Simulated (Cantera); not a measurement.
What does this Cantera script print?

```python
import numpy as np
import cantera as ct

gas = ct.Solution("gri30.yaml")


def delay(T, t_max=10):
    gas.TPX = T, 500000, {'CH4': 2.2, 'O2': 1.82, 'N2': 6.84, 'H2O': 2.1}
    reactor = ct.IdealGasConstPressureReactor(gas, clone=False)
    net = ct.ReactorNet([reactor])
    net.rtol, net.atol = 1e-8, 1e-16
    while net.time < t_max:
        t_old, T_old = net.time, reactor.T
        net.step()
        if reactor.T > T + 400:  # ignition: a rise of 400 K
            return t_old + (T + 400 - T_old) / (reactor.T - T_old) * (net.time - t_old)
    return np.nan


taus = []
for T in [1250, 1325, 1400, 1475, 1550, 1625, 1700, 1775, 1850]:
    taus.append(delay(T))
    print(f"T0 = {T:6g} K   tau = {taus[-1]:.4e} s")
```

It prints:

```
T0 =   1250 K   tau = 1.1516e-02 s
T0 =   1325 K   tau = 5.0523e-03 s
T0 =   1400 K   tau = 2.2569e-03 s
T0 =   1475 K   tau = 1.0169e-03 s
T0 =   1550 K   tau = 4.6472e-04 s
T0 =   1625 K   tau = 2.1868e-04 s
T0 =   1700 K   tau = 1.0786e-04 s
T0 =   1775 K   tau = 5.6552e-05 s
T0 =   1850 K   tau = 3.1738e-05 s
```

Computed with Cantera and GRI-Mech 3.0 (53 species, 325 reactions).
